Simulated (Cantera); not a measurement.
Charge: 1 mol HMDSO, 4.8 mol N2O, 0.27 mol H2, 0.11 mol NO, at 0.00133 bar.

Method: chemical equilibrium by Gibbs-energy minimisation in Cantera with the NASA 1993 tables (ideal gas, pure condensed phases). Candidate condensed phases: C, C6H6, C7H8, C8H18, H2O, Si, SiC, SiO2, Si2N2O, Si3N4; 151 gas species. The feed counts by its element totals alone. Mutual solubility and eutectic melting of coexisting phases are not modelled. The tables' values for SiN are old estimates; treat these amounts as uncertain. The numbers say what is thermodynamically allowed, not how fast it happens.

x: gas mole fraction; n: condensed amount in mol.

```csv
T (°C),x H2,x N2,x CO,x SiO,x H,n C(graphite),n SiO2(β-quartz),n Si2N2O(s),n SiC(s)
650,0.578,0.303,0.119,<1e-12,5.09e-9,4.09,2.00,0,0
750,0.578,0.303,0.119,3.89e-11,8.62e-8,4.09,2.00,0,0
850,0.542,0.253,0.205,2.99e-8,8.59e-7,2.50,0.938,0.531,0
950,0.514,0.214,0.272,[?],[?],1.09,0,1.000,0
1050,0.514,0.214,0.272,3.26e-5,3.11e-5,1.09,0,1.000,0
1150,0.494,0.225,0.281,[?],[?],0,0,[?],0.727
1250,0.488,0.228,0.275,0.00889,0.000442,0,0,0.525,0.782
1350,0.462,0.242,0.247,0.0477,0.00129,0,0,0,1.04
1450,0.460,0.242,0.247,0.0476,0.00339,0,0,0,1.04
1550,0.456,0.241,0.246,0.0474,0.00802,0,0,0,1.04
1650,0.448,0.239,0.245,0.0462,0.0173,0,0,0,1.01
```

Problem. Fill in the missing entries.

Solution. 
- 1150, x SiO: 0.000486
- 1150, x H: 0.000128
- 1150, n Si2N2O(s): 0.632
- 950, x SiO: 1.47e-6
- 950, x H: 5.90e-6
